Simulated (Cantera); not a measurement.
Cantera run:

```python
import numpy as np
import cantera as ct

gas_names = [...]  # 97 gases of nasa_gas.yaml made of Al, C, H, N
cond_names = """
    AL(cr) AL(L) ALN(s) C(gr) C6H6(L) C7H8(L) C8H18(L),n-octa
""".split()


# ... load() reads the species with a 1 bar reference pressure and builds the phases ...
atoms = {
    'Al(CH3)3': {'AL': 1, 'C': 3, 'H': 9},
    'NH3': {'N': 1, 'H': 3},
    'H2': {'H': 2},
}
top_T = {'ALN(s)': 2750, 'C(gr)': 4500}  # K; cautious upper limits of use, not melting points


# ... equilibrate(T, P, feed) seeds the gas with the atoms and calls Mixture.equilibrate('TP', solver="vcs", rtol=1e-11, max_steps=5000) ...
results = []
feed = {'Al(CH3)3': 1, 'NH3': 260, 'H2': 13}  # mol
P = 1333.22  # Pa
for T in [725, 825, 925, 1025, 1125, 1225, 1325, 1425, 1525, 1625]:
    mix = equilibrate(T, P, feed)
    results.append((T, P, feed, dict(zip(mix.species_names, mix.species_moles))))
    x = sorted(zip(gas.X, gas.species_names), reverse=True)
    print(f"T = {T:g} K  P = {P:g} Pa  gas = {mix.phase_moles(0):.4g} mol")
    print("   x: " + "  ".join(f"{s} {v:.3e}" for v, s in x if v > 0.001))
    print("   condensed (mol): " + ("  ".join(f"{mix.phase(i).name} {mix.phase_moles(i):.4g}"
          for i in range(1, mix.n_phases) if mix.phase_moles(i) > 1e-12) or "none"))
```

Output:

```
T = 725 K  P = 1333.22 Pa  gas = 534 mol
   x: H2 7.519e-01  N2 2.425e-01  CH4 5.618e-03
   condensed (mol): ALN(s) 1
T = 825 K  P = 1333.22 Pa  gas = 534 mol
   x: H2 7.519e-01  N2 2.425e-01  CH4 5.618e-03
   condensed (mol): ALN(s) 1
T = 925 K  P = 1333.22 Pa  gas = 536.1 mol
   x: H2 7.567e-01  N2 2.416e-01  CH4 1.732e-03
   condensed (mol): ALN(s) 1  C(gr) 2.071
T = 1025 K  P = 1333.22 Pa  gas = 536.7 mol
   x: H2 7.581e-01  N2 2.413e-01
   condensed (mol): ALN(s) 1  C(gr) 2.696
T = 1125 K  P = 1333.22 Pa  gas = 536.9 mol
   x: H2 7.586e-01  N2 2.412e-01
   condensed (mol): ALN(s) 1  C(gr) 2.874
T = 1225 K  P = 1333.22 Pa  gas = 536.9 mol
   x: H2 7.587e-01  N2 2.412e-01
   condensed (mol): ALN(s) 1  C(gr) 2.923
T = 1325 K  P = 1333.22 Pa  gas = 537 mol
   x: H2 7.587e-01  N2 2.411e-01
   condensed (mol): ALN(s) 1  C(gr) 2.911
T = 1425 K  P = 1333.22 Pa  gas = 537 mol
   x: H2 7.586e-01  N2 2.410e-01
   condensed (mol): ALN(s) 1  C(gr) 2.841
T = 1525 K  P = 1333.22 Pa  gas = 537 mol
   x: H2 7.584e-01  N2 2.409e-01
   condensed (mol): ALN(s) 0.9999  C(gr) 2.687
T = 1625 K  P = 1333.22 Pa  gas = 537.1 mol
   x: H2 7.578e-01  N2 2.406e-01  HCN 1.018e-03
   condensed (mol): ALN(s) 0.9976  C(gr) 2.405
```

Cantera equilibrium calculation (NASA polynomials, part measured and part estimated; ideal gas, pure solids and liquids). The feed counts by its element totals alone.
